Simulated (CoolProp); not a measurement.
Vapour-liquid equilibrium of R125 (1) + R227EA (2) at 308.7 K; x and y are mole fractions of (1).

Values from CoolProp's multi-fluid Helmholtz-energy mixture model, Lemmon 2005 and Lemmon 2016; pair parameters Bell 2016.

```
x     bubble pressure, mixture model (bar)  bubble pressure, Raoult's law (bar)  y, mixture model  y, Raoult's law
----  ------------------------------------  -----------------------------------  ----------------  ---------------
0.05                                 6.707                                6.795               [?]            0.133
0.2                                  8.274                                8.568               [?]            0.421
0.35                                   [?]                                10.34             0.543            0.610
0.5                                  11.63                                12.11             0.683            0.744
0.65                                 13.42                                13.89               [?]            0.844
0.8                                  15.31                                15.66             0.890            0.921
0.95                                   [?]                                17.43             0.974            0.982
```

What belongs in the gaps?


- 0.05, y, mixture model: 0.107
- 0.2, y, mixture model: 0.360
- 0.35, bubble pressure, mixture model (bar): 9.916
- 0.65, y, mixture model: 0.795
- 0.95, bubble pressure, mixture model (bar): 17.32

The largest gap from Raoult's law is -4.1 % in bubble pressure, at x = 0.35. No azeotrope shows between x = 0.05 and 0.95.

The pair parameters rest on a limited set of measurements; away from them the model extrapolates.
